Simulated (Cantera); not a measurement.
What does this Cantera script print?

```python
import numpy as np
import cantera as ct

gas = ct.Solution("gri30.yaml")


def delay(T, t_max=10):
    gas.TPX = T, 210000, {'CH4': 1, 'C2H6': 0.062, 'O2': 3.26, 'N2': 12.7}
    reactor = ct.IdealGasReactor(gas, clone=False)
    net = ct.ReactorNet([reactor])
    net.rtol, net.atol = 1e-8, 1e-16
    while net.time < t_max:
        t_old, T_old = net.time, reactor.T
        net.step()
        if reactor.T > T + 400:  # ignition: a rise of 400 K
            return t_old + (T + 400 - T_old) / (reactor.T - T_old) * (net.time - t_old)
    return np.nan


taus = []
for T in [1150, 1225, 1300, 1375, 1450, 1525, 1600, 1675]:
    taus.append(delay(T))
    print(f"T0 = {T:6g} K   tau = {taus[-1]:.4e} s")
```

Output:

```
T0 =   1150 K   tau = 8.9882e-03 s
T0 =   1225 K   tau = 3.6308e-03 s
T0 =   1300 K   tau = 1.5437e-03 s
T0 =   1375 K   tau = 6.8319e-04 s
T0 =   1450 K   tau = 3.1630e-04 s
T0 =   1525 K   tau = 1.5538e-04 s
T0 =   1600 K   tau = 8.2142e-05 s
T0 =   1675 K   tau = 4.7021e-05 s
```

Model: GRI-Mech 3.0 (53 species, 325 reactions), integrated in Cantera.
